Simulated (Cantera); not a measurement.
Input: 1 mol Si₃N₄, 1.2 mol O₂, 440 mol H₂, equilibrated at 2.70 bar.

These are equilibrium values from Cantera (NASA tables, ideal gas, pure condensed phases), not measurements of a reactor. Candidate condensed phases: H₂O, Si, SiO₂, Si₂N₂O, Si₃N₄; 35 gas species. Mutual solubility and eutectic melting of coexisting phases are not modelled. The tables hold silica as quartz up to 1696 K and as liquid above; real silica turns to tridymite and cristobalite and melts near 1996 K. Gases not in the tables: Si₂H₆ and higher silanes. Equilibrium is a limit: real reactors are often held back by kinetics, nucleation or transport.

**Question.** Which condensed phases are stable at each of these points (T (K)): 1698, 1723, 1748, 1773, 1798, 1823, 1848, 1873, 1898, 1923?

**Answer.** 
| T (K) | condensed phases | Si condensed (%) |
|---|---|---|
| 1698 | SiO₂(condensed) + Si₂N₂O(s) | 92.5 |
| 1723 | SiO₂(condensed) + Si₂N₂O(s) | 87.8 |
| 1748 | SiO₂(condensed) + Si₂N₂O(s) | 80.5 |
| 1773 | SiO₂(condensed) + Si₂N₂O(s) | 69.5 |
| 1798 | SiO₂(condensed) + Si₂N₂O(s) | 53.5 |
| 1823 | Si₂N₂O(s) | 44.6 |
| 1848 | Si₂N₂O(s) | 42.0 |
| 1873 | Si₂N₂O(s) | 40.5 |
| 1898 | Si₂N₂O(s) | 39.2 |
| 1923 | Si(l) + Si₂N₂O(s) | 33.0 |

From 1698 K to 1798 K the condensed part is SiO₂(condensed) + Si₂N₂O(s). From 1823 K to 1898 K the condensed part is Si₂N₂O(s). At 1923 K the condensed part is Si(l) + Si₂N₂O(s).
